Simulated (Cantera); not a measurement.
Cantera run, input and output.

```python
import numpy as np
import cantera as ct

gas = ct.Solution("h2o2.yaml")
gas.TPX = 375, 500000, {'H2': 1, 'O2': 0.575, 'N2': 2.16}
flame = ct.FreeFlame(gas, width=0.013)
flame.set_refine_criteria(ratio=3, slope=0.08, curve=0.16)
flame.transport_model = "mixture-averaged"
flame.solve(loglevel=0, auto=True)
flame.transport_model = "multicomponent"
flame.soret_enabled = False
flame.solve(loglevel=0, refine_grid=True)
z, T = flame.grid, flame.T
thick = (T[-1] - T[0]) / np.gradient(T, z).max()
show = ['H2', 'O2', 'OH', 'H2O', 'H', 'HO2']
print(f"laminar burning velocity  {flame.velocity[0] * 100:.3f} cm/s")
print(f"burnt temperature         {T[-1]:.1f} K")
print(f"thermal thickness         {thick * 1e3:.4f} mm")
print(f"grid points               {len(z)}")
z0 = z[flame.heat_release_rate.argmax()]
print(f"{'z/mm':>9s}{'T/K':>9s}{'u/(m/s)':>9s}" + "".join(f"{s:>11s}" for s in show))
rows = []
for k in (-3, -2, -1.5, -1, -0.5, -0.25, 0, 0.25, 0.5, 1, 2, 4, 8):
    zz = z0 + k * thick
    rows.append([k * thick, np.interp(zz, z, T), np.interp(zz, z, flame.velocity),
                 *(np.interp(zz, z, flame.X[gas.species_index(s)]) for s in show)])
    print(f"{rows[-1][0] * 1e3:9.3f}{rows[-1][1]:9.1f}{rows[-1][2]:9.3f}" + "".join(f"{x:11.3e}" for x in rows[-1][3:]))
```

Result:

```
laminar burning velocity  208.647 cm/s
burnt temperature         2305.7 K
thermal thickness         0.0524 mm
grid points               113
     z/mm      T/K  u/(m/s)         H2         O2         OH        H2O          H        HO2
   -0.157    375.0    2.086  2.676e-01  1.540e-01  3.353e-13  6.280e-08  7.418e-15  9.523e-10
   -0.105    375.1    2.085  2.671e-01  1.541e-01  7.908e-12  1.766e-06  1.612e-13  3.257e-08
   -0.079    375.6    2.084  2.655e-01  1.544e-01  9.495e-11  1.445e-05  1.553e-12  3.005e-07
   -0.052    380.1    2.092  2.589e-01  1.558e-01  8.810e-09  1.976e-04  1.166e-10  5.046e-06
   -0.026    487.9    2.569  2.179e-01  1.600e-01  2.041e-05  9.491e-03  3.900e-06  4.117e-04
   -0.013    851.8    4.320  1.638e-01  1.469e-01  7.978e-04  5.337e-02  1.071e-03  9.475e-04
    0.000   1306.0    6.488  1.020e-01  1.116e-01  2.562e-03  1.298e-01  7.059e-03  4.438e-04
    0.013   1617.6    7.983  5.495e-02  7.316e-02  6.454e-03  1.979e-01  1.284e-02  2.217e-04
    0.026   1797.9    8.848  3.205e-02  5.096e-02  1.023e-02  2.343e-01  1.349e-02  1.235e-04
    0.052   1978.1    9.686  1.922e-02  3.746e-02  1.297e-02  2.586e-01  9.380e-03  6.158e-05
    0.105   2124.9   10.336  1.272e-02  3.223e-02  1.219e-02  2.736e-01  4.485e-03  3.051e-05
    0.210   2224.7   10.762  7.272e-03  2.940e-02  9.704e-03  2.851e-01  1.681e-03  1.442e-05
    0.419   2278.8   10.986  3.667e-03  2.810e-02  7.161e-03  2.923e-01  5.691e-04  7.447e-06
```

Computed with Cantera and the H2/O2 subset of GRI-Mech 3.0, which has no nitrogen chemistry. The hydrogen kinetics of GRI-Mech 3.0 are dated; newer H2 mechanisms differ, most at raised pressure. Burning velocities carry a grid error of a few per cent, more on coarse grids.
